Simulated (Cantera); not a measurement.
Feed: 1 mol BN, 9.3 mol NF3, 5.1 mol H2, held at 627 °C and 1330 Pa.

Equilibrium computed with Cantera from the NASA thermochemical tables; the gas is ideal and each condensed phase is pure. Candidate condensed phases: B, BN; 31 gas species. Equilibrium is a limit: real reactors are often held back by kinetics, nucleation or transport.

Base state: HF 0.402, F2 0.221, N2 0.202, F 0.133, BF3 0.0394, NF3 0.00144 (mole fractions); condensed: gas only.

What changes in the equilibrium state with this change: H2 from 5.1 to 59 mol?


| species | before | after |
|---|---|---|
| H2 | <1e-9 | 0.600 |
| HF | 0.402 | 0.321 |
| N2 | 0.202 | 0.0664 |
| F2 | 0.221 | <1e-9 |
| F | 0.133 | <1e-9 |
| BF3 | 0.0394 | 0.0129 |
| NF3 | 0.00144 | <1e-9 |
